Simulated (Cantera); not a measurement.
Cantera run:

```python
import numpy as np
import cantera as ct

gas_names = """
    CL CL2 N N2 Si SiCL SiCL2 SiCL3 SiCL4 SiN Si2 Si2N Si3
""".split()
cond_names = """
    Si(cr) Si(L) Si3N4(a)
""".split()


# ... load() reads the species with a 1 bar reference pressure and builds the phases ...
atoms = {
    'Si': {'Si': 1},
    'Cl2': {'CL': 2},
    'N2': {'N': 2},
}
top_T = {'Si3N4(a)': 2400}  # K; cautious upper limits of use, not melting points


# ... equilibrate(T, P, feed) seeds the gas with the atoms and calls Mixture.equilibrate('TP', solver="vcs", rtol=1e-11, max_steps=5000) ...
results = []
T = 1275  # K
P = 110  # Pa
for m in [1, 1.6, 2.1, 2.7, 3.2, 3.7, 4.3, 4.8, 5.4, 5.9]:
    feed = {'Si': 1, 'Cl2': m, 'N2': 24}  # mol
    mix = equilibrate(T, P, feed)
    results.append((T, P, feed, dict(zip(mix.species_names, mix.species_moles))))

top = {s: max(r[3][s] / sum(r[3][g] for g in gas_names) for r in results) for s in gas_names}
cols = sorted((s for s in top if top[s] > 1e-06), key=lambda s: -top[s])[:6]
seen = [c for c in cond_names if any(r[3].get(c, 0) > 1e-12 for r in results)]
print("log10 of partial pressures in bar; condensed amounts in mol")
print(f"{'n(Cl2)':>10s}" + "".join(f"{s[:9]:>10s}" for s in cols + seen))
for T, P, feed, n in results:
    ng = sum(n[g] for g in gas_names)
    print(f"{feed['Cl2']:10.4g}" + "".join(f"{np.log10(max(n[s] / ng * P / 1e5, 1e-99)):10.3f}" for s in cols)
          + "".join(f"{n.get(c, 0):10.4g}" for c in seen))
```

Result:

```
log10 of partial pressures in bar; condensed amounts in mol
    n(Cl2)        N2        CL       CL2     SiCL4     SiCL2     SiCL3  Si3N4(a)
         1    -2.970    -7.692   -11.374    -4.861    -4.980    -5.327    0.1193
       1.6    -2.976    -7.637   -11.263    -4.635    -4.865    -5.157  0.001832
       2.1    -2.980    -5.120    -6.229    -4.360    -9.624    -7.399         0
       2.7    -2.995    -4.462    -4.913    -4.376   -10.955    -8.072         0
       3.2    -3.007    -4.309    -4.607    -4.387   -11.272    -8.236         0
       3.7    -3.017    -4.217    -4.423    -4.397   -11.467    -8.339         0
       4.3    -3.029    -4.141    -4.272    -4.409   -11.630    -8.426         0
       4.8    -3.039    -4.094    -4.177    -4.419   -11.734    -8.483         0
       5.4    -3.050    -4.049    -4.088    -4.430   -11.834    -8.539         0
       5.9    -3.059    -4.018    -4.027    -4.439   -11.905    -8.578         0
```

Equilibrium computed with Cantera from the NASA thermochemical tables; the gas is ideal and each condensed phase is pure. N2 is the only nitrogen source here; it is nearly inert below about 1500 K, so the nitride shown seldom forms there in practice. The tables' values for SiCl3 are old estimates; treat these amounts as uncertain.
